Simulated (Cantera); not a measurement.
A freely propagating, adiabatic, planar premixed flame of H2 : O2 : N2 = 1 : 0.357 : 1.34 (molar parts), unburnt at 500 K and 0.990 bar; mixture-averaged transport, grid criteria slope 0.08 and curve 0.16, no radiation.

Detailed kinetics in Cantera: the H2/O2 subset of GRI-Mech 3.0, which has no nitrogen chemistry. Burning velocities carry a grid error of a few per cent, more on coarse grids.

**Question.** What does this change do: O2 0.357 to 0.28 parts?

**Answer.** 
```tsv
quantity	before	after
laminar burning velocity	652 cm/s	550 cm/s
thermal thickness	0.430 mm	0.433 mm
peak x(H)	0.0818	0.0719
peak x(H2O2)	2.94e-5	2.37e-5
peak x(O)	0.00787	0.00373
peak x(OH)	0.0122	0.00433
```
